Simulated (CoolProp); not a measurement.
Acetone at several states: fugacity coefficient from the reference equation and from simpler models built on Tc = 235.0 °C, pc = 4.692 MPa, ω = 0.307; each cubic takes its own stable root.

Values from CoolProp's reference Helmholtz-energy equation of state, Lemmon 2006. It is a short technical equation, of lower accuracy than the large ones.

```json
[
 {"T (°C)": "40.85", "p (MPa)": "5.82", "phase": "liquid", "reference": "0.01144", "van der Waals": "0.1013", "Redlich-Kwong": "0.02682", "Soave-Redlich-Kwong": "0.01184", "Peng-Robinson": "0.01176"},
 {"T (°C)": "-55.45", "p (MPa)": "0.0334", "phase": "liquid", "reference": "0.005967", "van der Waals": "0.9857", "Redlich-Kwong": "0.02821", "Soave-Redlich-Kwong": "0.005117", "Peng-Robinson": "0.005998"},
 {"T (°C)": "267.15", "p (MPa)": "4.85", "phase": "supercritical", "reference": "0.7007", "van der Waals": "0.7365", "Redlich-Kwong": "0.7196", "Soave-Redlich-Kwong": "0.7314", "Peng-Robinson": "0.7069"},
 {"T (°C)": "121.15", "p (MPa)": "0.116", "phase": "gas", "reference": "0.9748", "van der Waals": "0.9867", "Redlich-Kwong": "0.9829", "Soave-Redlich-Kwong": "0.9811", "Peng-Robinson": "0.9799"}
]
```

At some of these states van der Waals gives the other phase, because its saturation line lies elsewhere.
